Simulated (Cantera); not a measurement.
A perfectly stirred reactor is fed with CH4 : O2 : N2 = 1 : 2.53 : 9.52 (molar parts), equivalence ratio 0.79, at 77000 Pa; it is adiabatic with a 725 K inlet, and is followed from long to short residence time, starting on the burning branch (τ in s: 0.1, 0.054, 0.029, 0.016, 0.0083, 0.0044, 0.0024, 0.0013, 0.00068, 0.00036, 0.00019, 0.0001, 5.6e-05).

Cantera simulation using GRI-Mech 3.0 (53 species, 325 reactions); the numbers are that mechanism's predictions, not measurements.

Q: Predict: blow-out, bracketed by the residence times tried; x(CH4) at τ = 0.100 s; x(O2) at τ = 0.100 s; x(HCO) at τ = 0.100 s; x(CH4) at τ = 2.40 ms; x(O2) at τ = 2.40 ms; x(HCO) at τ = 2.40 ms; x(CH2CO) at τ = 2.40 ms.

A: 
- blow-out, bracketed by the residence times tried: burning at 56.0 µs, the shortest tried
- x(CH4) at τ = 0.100 s: 2.30e-6
- x(O2) at τ = 0.100 s: 0.0403
- x(HCO) at τ = 0.100 s: 2.42e-8
- x(CH4) at τ = 2.40 ms: 4.50e-5
- x(O2) at τ = 2.40 ms: 0.0449
- x(HCO) at τ = 2.40 ms: 1.00e-6
- x(CH2CO) at τ = 2.40 ms: 8.11e-9
